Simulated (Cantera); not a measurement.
A perfectly stirred reactor is fed with CH4 : C2H6 : O2 : N2 = 1 : 0.032 : 4.91 : 18.5 (molar parts), at 4.20 bar; it is adiabatic with a 375 K inlet, and is followed from long to short residence time, starting on the burning branch (τ in s: 0.29, 0.13, 0.056, 0.025, 0.011, 0.0048, 0.0021, 0.00092, 0.00041, 0.00018, 7.9e-05).

Cantera simulation using GRI-Mech 3.0 (53 species, 325 reactions); the numbers are that mechanism's predictions, not measurements.

Task: Predict: blow-out, bracketed by the residence times tried; x(CH4) at τ = 0.290 s; x(C2H6) at τ = 0.290 s; x(O2) at τ = 0.290 s; x(CH2) at τ = 0.290 s; x(CO) at τ = 0.290 s; x(CH4) at τ = 4.80 ms; x(C2H6) at τ = 4.80 ms; x(O2) at τ = 4.80 ms.

Result: 
```
Property                                                                      Result
------------------------------------------------  ----------------------------------
blow-out, bracketed by the residence times tried  burning at 11.0 ms, out at 4.80 ms
x(CH4) at τ = 0.290 s                                                        2.91e-5
x(C2H6) at τ = 0.290 s                                                       2.73e-7
x(O2) at τ = 0.290 s                                                           0.115
x(CH2) at τ = 0.290 s                                                        1.45e-9
x(CO) at τ = 0.290 s                                                        0.000250
x(CH4) at τ = 4.80 ms                                                         0.0409
x(C2H6) at τ = 4.80 ms                                                       0.00131
x(O2) at τ = 4.80 ms                                                           0.201
```
